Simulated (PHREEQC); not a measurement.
0.012 g of hydrous ferric oxide (600 m²/g; 0.2 weak and 0.005 strong sites per Fe, Dzombak-Morel constants, diffuse double layer) in 1 kg of water with 0.05 mol/kgw of an inert sodium salt and 0.046 mmol/kgw Na2SO4 and 0.0079 mmol/kgw Ag2SO4, at 25 °C; the pH is set by adding NaOH or the inert anion's acid. Oxygen alone is held at its pressure in air (log pO2 = -0.68). CO2 from the air is kept out. Precipitation was switched off in this run.

Equilibrium calculation in PHREEQC: ion-association model, wateq4f.dat.

| pH | S sorbed (%) | Ag sorbed (%) | surface charge σ (C/m²) |
|---|---|---|---|
| 4 | 15.8 | 0.0 | 0.122 |
| 4.38 | 14.7 | 0.0 | 0.117 |
| 4.75 | 13.0 | 0.0 | 0.109 |
| 5.12 | 10.6 | 0.0 | 0.099 |
| 5.5 | 7.8 | 0.1 | 0.087 |
| 5.88 | 5.1 | 0.4 | 0.074 |
| 6.25 | 2.8 | 1.0 | 0.061 |
| 6.62 | 1.2 | 1.8 | 0.047 |
| 7 | 0.4 | 2.8 | 0.033 |
| 7.38 | 0.1 | 3.7 | 0.020 |
| 7.75 | 0.0 | 4.3 | 0.010 |
| 8.12 | 0.0 | 5.2 | 0.000 |
| 8.5 | 0.0 | 6.7 | -0.010 |
| 8.88 | 0.0 | 9.8 | -0.022 |
| 9.25 | 0.0 | 15.8 | -0.035 |
| 9.62 | 0.0 | 25.9 | -0.050 |
| 10 | 0.0 | 40.0 | -0.068 |

Complexes and solids missing from the database can't appear.
